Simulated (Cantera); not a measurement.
Source: NASA polynomial tables (part measured, part estimated), evaluated in Cantera. Values are per mole of reaction as written; species without (g) are pure solids or liquids, kept so even where they would boil at 1 bar.

4 PbO(g) + 3 S₂(g) = 4 PbS(g) + 2 SO₂(g)

| T (K) | ΔH° (kJ) | ΔS° (J/K) | ΔG° (kJ) | log10 K |
|---|---|---|---|---|
| 2448 | -739.0 | -150.8 | -370.0 | 7.89 |
| 2498 | … | … | … | … |
| 2548 | … | … | … | … |
| 2598 | … | … | … | … |
| 2648 | … | … | … | … |

Complete the blanks.


- 2498, ΔH° (kJ): -739.2
- 2498, ΔS° (J/K): -150.8
- 2498, ΔG° (kJ): -362.5
- 2498, log10 K: 7.58
- 2548, ΔH° (kJ): -739.3
- 2548, ΔS° (J/K): -150.9
- 2548, ΔG° (kJ): -354.9
- 2548, log10 K: 7.28
- 2598, ΔH° (kJ): -739.4
- 2598, ΔS° (J/K): -150.9
- 2598, ΔG° (kJ): -347.4
- 2598, log10 K: 6.98
- 2648, ΔH° (kJ): -739.6
- 2648, ΔS° (J/K): -151.0
- 2648, ΔG° (kJ): -339.8
- 2648, log10 K: 6.70
